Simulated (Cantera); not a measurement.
Premixed flame

A freely propagating, adiabatic, planar premixed flame of CO : H2 : O2 : N2 = 1 : 0.15 : 0.479 : 1.8 (molar parts), unburnt at 648 K and 10.0 bar; mixture-averaged transport, grid criteria slope 0.08 and curve 0.16, no radiation.

Computed with Cantera and GRI-Mech 3.0 (53 species, 325 reactions). The hydrogen kinetics of GRI-Mech 3.0 are dated; newer H2 mechanisms differ, most at raised pressure. Burning velocities carry a grid error of a few per cent, more on coarse grids.

| z (mm) | T (K) | u (m/s) | x CO | x H2 | x O2 | x OH | x H2O | x O |
|---|---|---|---|---|---|---|---|---|
| -0.153 | 648 | 1.63 | 0.292 | 0.0436 | 0.140 | <1e-8 | 2.05e-7 | <1e-8 |
| -0.102 | 648 | 1.63 | 0.292 | 0.0430 | 0.140 | <1e-8 | 4.91e-6 | <1e-8 |
| -0.0765 | 648 | 1.63 | 0.292 | 0.0420 | 0.140 | <1e-8 | 2.26e-5 | <1e-8 |
| -0.0510 | 652 | 1.63 | 0.293 | 0.0392 | 0.140 | <1e-8 | 0.000198 | 2.51e-8 |
| -0.0255 | 724 | 1.79 | 0.292 | 0.0296 | 0.139 | 1.30e-6 | 0.00338 | 4.53e-6 |
| -0.0127 | 1020 | 2.50 | 0.277 | 0.0194 | 0.126 | 0.000282 | 0.0146 | 0.000296 |
| 0 | 1500 | 3.59 | 0.232 | 0.00857 | 0.0927 | 0.00198 | 0.0315 | 0.00386 |
| 0.0127 | 1835 | 4.28 | 0.183 | 0.00395 | 0.0607 | 0.00446 | 0.0371 | 0.00808 |
| 0.0255 | 2029 | 4.65 | 0.152 | 0.00351 | 0.0437 | 0.00604 | 0.0362 | 0.00867 |
| 0.0510 | 2228 | 5.02 | 0.126 | 0.00356 | 0.0308 | 0.00696 | 0.0365 | 0.00680 |
| 0.102 | 2396 | 5.34 | 0.109 | 0.00313 | 0.0226 | 0.00656 | 0.0393 | 0.00414 |
| 0.204 | 2522 | 5.56 | 0.0958 | 0.00263 | 0.0161 | 0.00559 | 0.0417 | 0.00236 |
| 0.408 | 2607 | 5.71 | 0.0859 | 0.00229 | 0.0112 | 0.00465 | 0.0433 | 0.00140 |
x: mole fraction of selected species; z is measured from the peak of heat release.

```
Property                     Result
------------------------  ---------
laminar burning velocity   163 cm/s
thermal thickness         0.0510 mm
peak x(OH)                  0.00697
peak x(O)                   0.00875
grid points                     118
```
